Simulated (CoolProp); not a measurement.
Saturated liquid density (kg/m³) of propylene glycol: the reference equation beside estimates from Tc = 400.8 °C, pc = 7292 kPa, ω = 0.327.

Model: reference Helmholtz-energy equation of state, Eisenbach 2021, in CoolProp.

| T (°C) | reference | Redlich-Kwong | Peng-Robinson |
|---|---|---|---|
| 254.95 | … | 739.0 | 890.6 |
| 270.55 | 796.5 | 713.6 | 862.0 |
| 286.15 | … | 686.5 | 830.7 |
| 301.75 | 751.1 | … | 796.3 |
| 317.25 | 725.5 | 626.2 | … |
| 332.85 | … | 591.8 | … |

Problem. What belongs in the gaps?

Solution. 
- 254.95, reference: 816.9
- 286.15, reference: 774.7
- 301.75, Redlich-Kwong: 657.5
- 317.25, Peng-Robinson: 758.4
- 332.85, reference: 696.9
- 332.85, Peng-Robinson: 715.5

Absolute difference from the reference over all 6 rows, mean and median: Redlich-Kwong 12.1 and 11.9 %, Peng-Robinson 6.3 and 6.6 %.
